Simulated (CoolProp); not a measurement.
Values from CoolProp's reference Helmholtz-energy equation of state, Leachman 2009.

Question: For normal hydrogen, give the phase and the isothermal compressibility (1/MPa), Prandtl number, fugacity coefficient at 64.8 K and 2.59 MPa.

Answer: 
- 64.8 K and 2.59 MPa: supercritical; isothermal compressibility 0.411, Prandtl number 0.744, fugacity coefficient 0.920

Viscosity comes from a separate model (Muzny 2013). Thermal conductivity comes from a separate model (Assael 2011).
